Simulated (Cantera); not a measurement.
Feed: 1 mol BCl3, 2.8 mol H2O, 180 mol H2, held at 1627 °C and 0.133 bar.

These are equilibrium values from Cantera (NASA tables, ideal gas, pure condensed phases), not measurements of a reactor. Candidate condensed phases: B, B2O3, B3O3H3, H2O; 33 gas species. The tables' values for BOCl are old estimates; treat these amounts as uncertain. The numbers say what is thermodynamically allowed, not how fast it happens.

Base state: H2 0.970, HCl 0.0162, H2O 0.00642, HBO2 0.00317, H 0.00214, HBO 0.00184, B2O3 0.000138, BO 6.52e-5 (mole fractions); condensed: gas only.

Task: What changes in the equilibrium state with this change: temperature from 1627 °C to 2175 °C?

Result: 
| species | before | after |
|---|---|---|
| H2 | 0.970 | 0.918 |
| H | 0.00214 | 0.0523 |
| HCl | 0.0162 | 0.0151 |
| HBO2 | 0.00317 | 0.00114 |
| HBO | 0.00184 | 0.00254 |
| OH | 1.16e-6 | 9.09e-5 |
| Cl | 2.69e-5 | 0.000612 |
| BO | 6.52e-5 | 0.00145 |
| BO2 | 6.95e-7 | 1.53e-5 |
| B2O3 | 0.000138 | 3.00e-5 |

Task: What changes in the equilibrium state with this change: temperature from 1627 °C to 527 °C?

Result: 
```csv
species,before,after
H2,0.970,0.977
HCl,0.0162,0.0163
H2O,0.00642,0.00702
HBO2,0.00317,3.00e-8
H,0.00214,<1e-9
(HBO2)3,<1e-9,2.00e-5
HBO,0.00184,<1e-9
B2O3,0.000138,<1e-9
BO,6.52e-5,<1e-9
BOCl,3.02e-5,<1e-9
Cl,2.69e-5,<1e-9
"B2O3(l), mol",0,0.494
```
Gases not in the tables: H3BO3.
